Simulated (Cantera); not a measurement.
An isothermal, constant-pressure homogeneous reactor starts with 0.278 % CH₂O, 0.575 % O₂, 99.1 % N₂, at 1300 K and 0.878 atm.

Model: GRI-Mech 3.0 (53 species, 325 reactions), integrated in Cantera.

x: mole fraction; the columns are a selection and need not sum to one.

| t (s) | x CH₂O | x O₂ | x CO | x N₂O | x H |
|---|---|---|---|---|---|
| 0.000300 | 0.00277 | 0.00575 | 1.08e-5 | 1.47e-11 | ? |
| 0.000850 | 0.00256 | 0.00569 | 0.000219 | 3.17e-10 | ? |
| 0.00241 | 3.38e-11 | 0.00441 | 0.00249 | 3.56e-8 | ? |
| 0.00682 | 1.31e-12 | 0.00339 | 0.000895 | 2.32e-7 | ? |
| 0.0193 | <1e-12 | 0.00307 | 0.000224 | 3.33e-7 | ? |
| 0.0548 | <1e-12 | 0.00299 | 4.06e-5 | 4.24e-7 | ? |
| 0.155 | <1e-12 | 0.00297 | 5.53e-6 | 4.38e-7 | ? |
| 0.440 | <1e-12 | 0.00297 | 5.98e-7 | 3.21e-7 | ? |
| 1.25 | <1e-12 | 0.00297 | 6.60e-8 | 1.11e-7 | 7.89e-10 |
| 3.53 | <1e-12 | 0.00297 | 1.56e-8 | 1.06e-8 | 1.68e-10 |
| 10.0 | <1e-12 | 0.00297 | 8.61e-9 | 3.87e-9 | 8.44e-11 |

**Question.** Some entries are withheld; supply them.

**Answer.** 
- 0.000300, x H: 1.52e-7
- 0.000850, x H: 1.92e-6
- 0.00241, x H: 0.000491
- 0.00682, x H: 0.000132
- 0.0193, x H: 1.54e-5
- 0.0548, x H: 1.23e-6
- 0.155, x H: 8.29e-8
- 0.440, x H: 6.24e-9
